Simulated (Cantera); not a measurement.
Charge: 1 mol C2H6, 0.044 mol CO2, 0.12 mol O2, equilibrated at 31.0 Pa.

Equilibrium computed with Cantera from the NASA thermochemical tables; the gas is ideal and each condensed phase is pure. Candidate condensed phases: C, C6H6, C7H8, C8H18, H2O; 131 gas species. Ions and electrons are included (thermal ionisation). Equilibrium is a limit: real reactors are often held back by kinetics, nucleation or transport.

x: gas mole fraction; n: condensed amount in mol.

| T (K) | x H | x H2 | x C | x CO | x C3 | x O | x C2 | n C(graphite) |
|---|---|---|---|---|---|---|---|---|
| 2500 | 0.694 | 0.236 | 0.000537 | 0.0641 | 0.00160 | 1.34e-10 | 0.000148 | 1.66 |
| 2750 | 0.828 | 0.0454 | 0.0122 | 0.0505 | 0.0544 | 5.58e-10 | 0.00526 | 0.439 |
| 3000 | 0.821 | 0.00838 | 0.0600 | 0.0459 | 0.0497 | 5.58e-9 | 0.0138 | 0 |
| 3250 | 0.774 | 0.00180 | 0.154 | 0.0425 | 0.0135 | 5.93e-8 | 0.0137 | 0 |
| 3500 | 0.750 | … | 0.203 | 0.0411 | … | … | … | 0 |
| 3750 | 0.747 | 0.000172 | 0.211 | 0.0408 | 4.65e-5 | 9.40e-6 | 0.00126 | 0 |
| 4000 | 0.746 | 6.79e-5 | 0.213 | 0.0407 | 3.23e-6 | 8.45e-5 | 0.000375 | 0 |
| 4250 | 0.745 | 2.99e-5 | 0.213 | 0.0402 | 3.03e-7 | 0.000584 | 0.000127 | 0 |
| 4500 | 0.743 | 1.43e-5 | 0.215 | 0.0376 | 3.77e-8 | 0.00307 | 4.94e-5 | 0 |
| 4750 | 0.737 | … | 0.221 | … | … | … | … | 0 |
| 5000 | 0.727 | 3.96e-6 | 0.230 | 0.0161 | 1.27e-9 | 0.0237 | 1.09e-5 | 0 |

Problem. Complete the blanks.

Solution. 
- 3500, x H2: 0.000500
- 3500, x C3: 0.000892
- 3500, x O: 7.93e-7
- 3500, x C2: 0.00472
- 4750, x H2: 7.33e-6
- 4750, x CO: 0.0293
- 4750, x C3: 6.16e-9
- 4750, x O: 0.0110
- 4750, x C2: 2.20e-5
